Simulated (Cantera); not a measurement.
A closed system holds: 1 mol B2O3, 15 mol H2O, 51 mol N2, equilibrated at 2073 K and 10.0 mbar.

Equilibrium computed with Cantera from the NASA thermochemical tables; the gas is ideal and each condensed phase is pure. Candidate condensed phases: B, BN, B2O3, B3O3H3, H2O; 39 gas species. Kinetics and transport are ignored.

Base state: N2 0.752, H2O 0.190, HBO2 0.0277, H2 0.0133, OH 0.00493, O2 0.00491, H 0.00304, NO 0.00139 (mole fractions); condensed: gas only.

**Question.** What changes in the equilibrium state with this change: B2O3 replaced by BF3?

**Answer.** 
```json
[
 {"species": "N2", "before": "0.752", "after": "0.742"},
 {"species": "H2O", "before": "0.190", "after": "0.178"},
 {"species": "HF", "before": "0", "after": "0.0388"},
 {"species": "HBO2", "before": "0.0277", "after": "0.00923"},
 {"species": "H2", "before": "0.0133", "after": "0.0127"},
 {"species": "BOF", "before": "0", "after": "0.00489"},
 {"species": "B2O3", "before": "0.000470", "after": "5.60e-5"},
 {"species": "HBO", "before": "1.38e-5", "after": "4.67e-6"},
 {"species": "BO2", "before": "0.000864", "after": "0.000296"},
 {"species": "BO", "before": "4.25e-5", "after": "1.48e-5"}
]
```
